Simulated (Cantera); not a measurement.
Input: 1 mol SiCl4, 1 mol HCl, 9.6 mol H2, equilibrated at 1648.15 K and 28.0 bar.

These are equilibrium values from Cantera (NASA tables, ideal gas, pure condensed phases), not measurements of a reactor. The tables' values for SiCl3 are old estimates; treat these amounts as uncertain. Rates play no part.

```csv
species,before,after
H2,0.759,0.827
HCl,0.156,0.0865
SiCl4,0.0297,0.0860
SiCl2,0.0136,<1e-9
SiCl3,0.0135,6.37e-9
SiHCl3,0.0241,0.000246
SiH3Cl,0.000139,<1e-9
SiH2Cl2,0.00334,4.90e-8
H,1.47e-5,<1e-9
```
Gas species are given as mole fractions.

Which change was made?
A) temperature from 1648.15 K to 723.15 K
B) temperature from 1648.15 K to 1723.15 K
C) pressure from 28.0 bar to 0.120 bar
D) temperature from 1648.15 K to 1600 K

A, temperature from 1648.15 K to 723.15 K
